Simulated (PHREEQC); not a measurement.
Alkaline etch or developer

Consider water at 5 °C with 0.0076 mol/kgw CsOH and 0.024 mol/kgw Na2CO3. Closed to the air; pH follows from the charge balance.

All values are PHREEQC results (ion-association model, wateq4f.dat), not measurements.

```json
{
 "pH": "12.52",
 "ionic_strength": "0.0742 mol/kgw",
 "total_alkalinity": "55.6 meq/kg"
}
```

```
species  molality  activity   log γ
-------  --------  --------  ------
Na+        0.0454    0.0366  -0.094
CO3-2      0.0213   0.00919  -0.364
OH-       0.00773   0.00610  -0.103
Cs+       0.00760   0.00611  -0.095
NaCO3-    0.00262   0.00212  -0.091
HCO3-    0.000123   9.99e-5  -0.091
NaHCO3    2.02e-6   2.05e-6   0.007
```

This is a speciation only: nothing precipitates in the calculation. Away from 25 °C the constants follow the database's enthalpies or fits; those with neither stay at their 25 °C values.
